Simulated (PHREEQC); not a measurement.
0.018 g of hydrous ferric oxide (600 m²/g; 0.2 weak and 0.005 strong sites per Fe, Dzombak-Morel constants, diffuse double layer) in 1 kg of water with 0.05 mol/kgw of an inert sodium salt and 1.9e-06 mol/kgw Na2SeO4, at 25 °C; the pH is set by adding NaOH or the inert anion's acid. O2 is buffered at 0.21 atm. CO2 from the air is kept out. Precipitation was switched off in this run.

The series has 17 steps of pH, from 4 to 12.

Computed with PHREEQC (ion-association model, wateq4f.dat).

Near which pH is half of the Se sorbed, and on which side is more sorbed?

Near pH 5.3, with more sorbed at lower pH.
